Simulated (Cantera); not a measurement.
# Si + O2 + H2 + H2O (thermal oxidation and active oxidation of silicon)

Charge: 1 mol Si, 0.034 mol O2, 320 mol H2, 0.036 mol H2O, held at 0.0413 Torr.

Method: chemical equilibrium by Gibbs-energy minimisation in Cantera with the NASA 1993 tables (ideal gas, pure condensed phases). Candidate condensed phases: H2O, Si, SiO2; 18 gas species. Equilibrium is a limit: real reactors are often held back by kinetics, nucleation or transport.

```csv
T (K),x H2,x H,x Si,x SiO,x SiH,x SiH2,x Si2,n Si(s)
1373,0.999,0.000449,7.05e-6,0.000325,2.97e-7,2.50e-7,3.34e-9,0.894
1448,0.998,0.00124,5.32e-5,0.000325,1.58e-6,7.47e-7,4.63e-8,0.878
1523,0.996,0.00311,0.000328,0.000324,7.09e-6,2.00e-6,4.93e-7,0.788
1598,0.991,0.00714,0.00170,0.000323,2.75e-5,4.85e-6,4.19e-6,0.335
1673,0.982,0.0152,0.00272,0.000321,3.38e-5,3.88e-6,3.76e-6,0
1748,0.967,0.0303,0.00272,0.000319,2.64e-5,2.04e-6,1.43e-6,0
1823,0.940,0.0567,0.00269,0.000315,2.07e-5,1.10e-6,5.82e-7,0
1898,0.897,0.0998,0.00263,0.000308,1.61e-5,6.09e-7,2.48e-7,0
1973,0.831,0.166,0.00255,0.000297,1.25e-5,3.35e-7,1.10e-7,0
2048,0.738,0.259,0.00242,0.000282,9.37e-6,1.80e-7,4.94e-8,0
2123,0.617,0.380,0.00225,0.000262,6.79e-6,9.23e-8,2.25e-8,0
2198,0.478,0.519,0.00206,0.000240,4.70e-6,4.43e-8,1.03e-8,0
```
x: gas mole fraction; n: condensed amount in mol.

From 1373 K to 1598 K the condensed part is Si(s). From 1673 K to 2198 K nothing is condensed. The main Si-bearing gas is SiO at 1373 K and Si at 2198 K.
